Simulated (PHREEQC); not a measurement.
# Ultrapure water in contact with air or piping: an equilibrium model

Synthetic water in mg/L, 20 °C, pH 7.55, pe 9.7:

| constituent | mg/L |
|---|---|
| Na | 0.606 |
| K | 0.0372 |
| Ca | 0.517 |
| Mg | 0.0297 |
| Cl | 0.271 |
| S(6) as SO4 | 1.33 |
| Alkalinity as HCO3 | 1.28 |
| O(0) (dissolved oxygen) | 0.00131 |
| Cu(2) | 0.0292 |
| Br | 0.00556 |
| Zn | 0.00369 |
| Li | 6.56e-05 |

Valence states are taken as typed.

All values are PHREEQC results (ion-association model, wateq4f.dat), not measurements.

```json
{
  "ionic_strength": "8.35e-5 mol/kgw",
  "charge_balance_error": "0.2 %"
}
```

```csv
species,molality,activity,log γ
Na+,2.64e-5,2.61e-5,-0.005
HCO3-,1.98e-5,1.96e-5,-0.005
SO4-2,1.38e-5,1.32e-5,-0.018
Ca+2,1.29e-5,1.23e-5,-0.018
Cl-,7.64e-6,7.56e-6,-0.005
CO2,1.33e-6,1.33e-6,0.000
Mg+2,1.22e-6,1.17e-6,-0.018
K+,9.51e-7,9.41e-7,-0.005
Cu(OH)2,4.34e-7,4.34e-7,0.000
OH-,2.43e-7,2.41e-7,-0.005
Br-,6.96e-8,6.89e-8,-0.005
```

Precipitation was switched off in this run. Complexes and solids missing from the database can't appear. The database's constant for dissolved Cu(OH)2 is higher than later reviews accept.
